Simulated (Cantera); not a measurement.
What does this Cantera script print?

```python
import numpy as np
import cantera as ct

gas_names = """
    C CO CO2 C2 C2O C3 C3O2 C4 C5 O O2 O3 Ti TiO TiO2
""".split()
cond_names = """
    C(gr) Ti(a) Ti(b) Ti(L) TiC(s) TiC(L) TiO(a) TiO(b) TiO(L) TiO2(ru) TiO2(L) Ti2O3(a) Ti2O3(b)
    Ti2O3(L) Ti3O5(a) Ti3O5(b) Ti3O5(L) Ti4O7(s) Ti4O7(L)
""".split()


# ... load() reads the species with a 1 bar reference pressure and builds the phases ...
atoms = {
    'Ti': {'Ti': 1},
    'O2': {'O': 2},
    'CO': {'C': 1, 'O': 1},
}
top_T = {'C(gr)': 4500}  # K; cautious upper limits of use, not melting points


# ... equilibrate(T, P, feed) seeds the gas with the atoms and calls Mixture.equilibrate('TP', solver="vcs", rtol=1e-11, max_steps=5000) ...
results = []
feed = {'Ti': 1, 'O2': 0.04, 'CO': 5.1}  # mol
P = 100000  # Pa
for T in [700, 800, 900, 1000, 1100, 1200, 1300, 1400, 1500, 1600, 1700, 1800]:
    mix = equilibrate(T, P, feed)
    results.append((T, P, feed, dict(zip(mix.species_names, mix.species_moles))))

top = {s: max(r[3][s] / sum(r[3][g] for g in gas_names) for r in results) for s in gas_names}
cols = sorted((s for s in top if top[s] > 0.001), key=lambda s: -top[s])[:8]
seen = [c for c in cond_names if any(r[3].get(c, 0) > 1e-12 for r in results)]
print("log10 of partial pressures in bar; condensed amounts in mol")
print(f"{'T/K':>10s}" + "".join(f"{s[:9]:>10s}" for s in cols + seen))
for T, P, feed, n in results:
    ng = sum(n[g] for g in gas_names)
    print(f"{T:10.4g}" + "".join(f"{np.log10(max(n[s] / ng * P / 1e5, 1e-99)):10.3f}" for s in cols)
          + "".join(f"{n.get(c, 0):10.4g}" for c in seen))
```

Output:

```
log10 of partial pressures in bar; condensed amounts in mol
       T/K        CO       CO2     C(gr)    TiC(s)  TiO2(ru)  Ti2O3(b)  Ti3O5(b)  Ti4O7(s)
       700    -1.806    -0.007     3.497         0         1         0         0         0
       800    -1.019    -0.044      3.43         0         1         0         0         0
       900    -0.465    -0.182     3.181         0         1         0         0         0
      1000    -0.147    -0.541     2.631         0         1         0         0         0
      1100    -0.034    -1.122     2.143         0         1         0         0         0
      1200    -0.008    -1.740     1.977         0         1         0         0         0
      1300    -0.002    -2.291     1.936         0         1         0         0         0
      1400    -0.001    -2.767     1.676         0         0         0         0      0.25
      1500    -0.000    -3.179     1.589         0         0         0    0.3333         0
      1600    -0.000    -3.537     1.588         0         0         0    0.3333         0
      1700    -0.000    -3.572         0    0.5685         0    0.2158         0         0
      1800    -0.000    -3.591         0    0.5685         0    0.2158         0         0
```

Equilibrium computed with Cantera from the NASA thermochemical tables; the gas is ideal and each condensed phase is pure. Mutual solubility and eutectic melting of coexisting phases are not modelled. TiC: taken at fixed stoichiometry. Condensed phases not in the tables: Magnéli phases beyond Ti4O7.
